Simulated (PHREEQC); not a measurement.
Consider water at 25 °C with 2.9 mmol/kgw MgCl2, 1.4 mmol/kgw Na2HPO4, 0.015 mmol/kgw H4SiO4 and 0.051 mmol/kgw HCl. Closed to the air; pH follows from the charge balance.

All values are PHREEQC results (ion-association model, wateq4f.dat), not measurements.

No solid was allowed to form.

Q: Estimate the pH.

A: pH 7.79.

Q: In which forms is P present?

A: HPO4-2 48 %, MgHPO4 36 %, H2PO4- 9.2 %, MgPO4- 5.9 % of the P.

H3PO4, which wateq4f.dat lacks, is added to it with the constant of phreeqc.dat.
